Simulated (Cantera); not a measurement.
A closed system holds: 1 mol trisilylamine, 12 mol NH3, 18 mol N2, at 1200 °C.

Method: chemical equilibrium by Gibbs-energy minimisation in Cantera with the NASA 1993 tables (ideal gas, pure condensed phases). Candidate condensed phases: Si, Si3N4; 18 gas species. The feed counts by its element totals alone. Kinetics and transport are ignored.

### Question
Which condensed phases are stable at each of these points (P (Pa)): 5, 17, 59, 210, 710, 2400, 8400, 29000, 100000?

### Answer
```
P (Pa)  condensed phases  Si condensed (%)
------  ----------------  ----------------
5                  Si(s)              99.8
17              Si3N4(s)             100.0
59              Si3N4(s)             100.0
210             Si3N4(s)             100.0
710             Si3N4(s)             100.0
2400            Si3N4(s)             100.0
8400            Si3N4(s)             100.0
29000           Si3N4(s)             100.0
100000          Si3N4(s)             100.0
```

At 5.00 Pa the condensed part is Si(s). From 17.0 Pa to 1.00 bar the condensed part is Si3N4(s).
